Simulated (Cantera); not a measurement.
A closed system holds: 1 mol Si3N4, 0.19 mol N2O, 2.1 mol H2, at 775 °C and 0.100 bar.

Equilibrium computed with Cantera from the NASA thermochemical tables; the gas is ideal and each condensed phase is pure. Candidate condensed phases: H2O, Si, SiO2, Si2N2O, Si3N4; 35 gas species. Mutual solubility and eutectic melting of coexisting phases are not modelled. Equilibrium is a limit: real reactors are often held back by kinetics, nucleation or transport.

Base state: H2 0.892, N2 0.108, NH3 1.19e-5 (mole fractions); condensed: Si2N2O(s) + Si3N4(s).

What changes in the equilibrium state with this change: N2O from 0.19 to 3.9 mol?


| species | before | after |
|---|---|---|
| N2 | 0.108 | 0.712 |
| H2 | 0.892 | 0.288 |
| H2O | <1e-9 | 2.25e-5 |
| NH3 | 1.19e-5 | 5.59e-6 |
| Si2N2O(s), mol | 0.190 | 0.700 |
| Si3N4(s), mol | 0.873 | 0 |
| SiO2(β-quartz), mol | 0 | 1.60 |

What changes in the equilibrium state with this change: 0.33 mol Cl2 added?


```csv
species,before,after
H2,0.892,0.668
HCl,0,0.232
N2,0.108,0.0970
SiCl4,0,0.00356
SiHCl3,0,0.000105
SiCl3,0,1.28e-5
NH3,1.19e-5,7.29e-6
"Si2N2O(s), mol",0.190,0.190
"Si3N4(s), mol",0.873,0.870
```
The tables' values for SiCl3 are old estimates; treat these amounts as uncertain. Further candidate phases: NH4Cl.
